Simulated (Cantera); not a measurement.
An isothermal, constant-pressure homogeneous reactor starts with CH4 : H2O = 1 : 1.3 (molar parts), at 1700 K and 10.0 bar.

Detailed kinetics in Cantera: GRI-Mech 3.0 (53 species, 325 reactions).

One state of this run: x CH4 = 0.0211; x H2O = 0.0882; x C2H4 = 0.000292; x C2H2 = 0.000899; x CO2 = 0.00815; x CH2 = 1.49e-9. x: mole fraction; the columns are a selection and need not sum to one.

Question: Which value of t (s) does it belong to?
(A) 6.99e-5
(B) 1.00e-6
(C) 8.36e-6
(D) 2.86

Answer: D, 2.86
